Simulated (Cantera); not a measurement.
A freely propagating, adiabatic, planar premixed flame of CH₄ : O₂ : N₂ = 1 : 1.43 : 5.37 (molar parts), equivalence ratio 1.4, unburnt at 325 K and 0.138 atm; mixture-averaged transport, grid criteria slope 0.08 and curve 0.16, no radiation.

Detailed kinetics in Cantera: GRI-Mech 3.0 (53 species, 325 reactions). Burning velocities carry a grid error of a few per cent, more on coarse grids.

Q: Predict: laminar burning velocity; thermal thickness; peak x(HO₂); peak x(C₂H₂); peak x(CH₂).

A: 
* **laminar burning velocity**: 37.5 cm/s
* **thermal thickness**: 3.28 mm
* **peak x(HO₂)**: 6.98e-5
* **peak x(C₂H₂)**: 0.00110
* **peak x(CH₂)**: 6.42e-5
